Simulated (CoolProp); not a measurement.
A single-stage vapour-compression cycle with chlorine: evaporating at 200.15 K (dew point), condensing at 231.15 K (bubble point), superheat 5 K, subcooling 0 K, compressor efficiency 0.75, no pressure losses. Each further row changes one setting.

Computed with CoolProp (reference Helmholtz-energy equation of state, Thol 2021).

```tsv
case	cooling COP	pressure ratio	discharge temperature (K)	refrigerating effect (kJ/kg)	volumetric capacity (kJ/m³)
as stated	[?]	5.68	353.2	281	145
evaporating temperature 205.15 K	5.09	4.12	329.1	283	197
condensing temperature 226.15 K	4.93	4.45	329.2	286	147
subcooling 5 K	4.10	5.68	353.2	286	147
superheat 15 K	[?]	5.68	[?]	286	140
compressor efficiency 0.65	3.50	5.68	[?]	281	145
```

Fill in the missing entries.


- as stated, cooling COP: 4.04
- superheat 15 K, cooling COP: 3.91
- superheat 15 K, discharge temperature (K): 369.1
- compressor efficiency 0.65, discharge temperature (K): 374.8
